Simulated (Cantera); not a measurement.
## Equilibrium for oxide etching and cleaning by halides: B₂O₃ + HF

Charge: 1 mol B₂O₃, 27 mol HF, held at 1625 K.

Equilibrium computed with Cantera from the NASA thermochemical tables; the gas is ideal and each condensed phase is pure. Candidate condensed phases: B, B₂O₃, B₃O₃H₃, H₂O; 43 gas species. Gases not in the tables: H₃BO₃. Equilibrium is a limit: real reactors are often held back by kinetics, nucleation or transport.

```csv
P (Pa),log p HF,log p H₂O,log p BF₃,log p BOF,log p H₂,log p O₂
1,-5.05,-6.50,-9.42,-6.15,-7.60,-7.90
4.20,-4.43,-5.86,-8.19,-5.53,-7.17,-7.49
18,-3.79,-5.21,-6.95,-4.90,-6.73,-7.06
75,-3.18,-4.56,-5.75,-4.29,-6.30,-6.64
320,-2.55,-3.87,-4.59,-3.70,-5.83,-6.18
1300,-1.95,-3.15,-3.59,-3.17,-5.35,-5.70
5600,-1.32,-2.38,-2.66,-2.72,-4.83,-5.19
24000,-0.70,-1.64,-1.85,-2.42,-4.34,-4.70
100000,-0.09,-0.96,-1.15,-2.27,-3.89,-4.26
```
log p: log10 of the partial pressure in bar; nothing condenses.

From 1.00 Pa to 100000 Pa nothing is condensed.
